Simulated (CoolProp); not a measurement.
Properties of methanol along the isobar 1.01 bar.

Model: reference Helmholtz-energy equation of state, de Reuck 1993, in CoolProp.

```json
[
 {"T (°C)": "126.75", "phase": "gas", "viscosity (µPa s)": "13.0", "conductivity (mW/(m K))": "25.6"},
 {"T (°C)": "137.05", "phase": "gas", "viscosity (µPa s)": "13.3", "conductivity (mW/(m K))": "26.8"},
 {"T (°C)": "147.35", "phase": "gas", "viscosity (µPa s)": "13.7", "conductivity (mW/(m K))": "…"},
 {"T (°C)": "157.65", "phase": "gas", "viscosity (µPa s)": "14.0", "conductivity (mW/(m K))": "29.2"},
 {"T (°C)": "167.95", "phase": "gas", "viscosity (µPa s)": "14.4", "conductivity (mW/(m K))": "30.5"},
 {"T (°C)": "178.25", "phase": "gas", "viscosity (µPa s)": "…", "conductivity (mW/(m K))": "31.8"},
 {"T (°C)": "188.55", "phase": "gas", "viscosity (µPa s)": "15.1", "conductivity (mW/(m K))": "33.1"},
 {"T (°C)": "198.85", "phase": "gas", "viscosity (µPa s)": "15.4", "conductivity (mW/(m K))": "…"},
 {"T (°C)": "209.15", "phase": "gas", "viscosity (µPa s)": "15.8", "conductivity (mW/(m K))": "…"},
 {"T (°C)": "219.45", "phase": "gas", "viscosity (µPa s)": "16.1", "conductivity (mW/(m K))": "37.2"},
 {"T (°C)": "229.75", "phase": "gas", "viscosity (µPa s)": "16.5", "conductivity (mW/(m K))": "…"}
]
```

Task: Complete the blanks.

Result: 
- 147.35, conductivity (mW/(m K)): 28.0
- 178.25, viscosity (µPa s): 14.7
- 198.85, conductivity (mW/(m K)): 34.5
- 209.15, conductivity (mW/(m K)): 35.8
- 229.75, conductivity (mW/(m K)): 38.6

Viscosity comes from a separate model (Xiang 2006). Thermal conductivity comes from a separate model (Sykioti 2013).
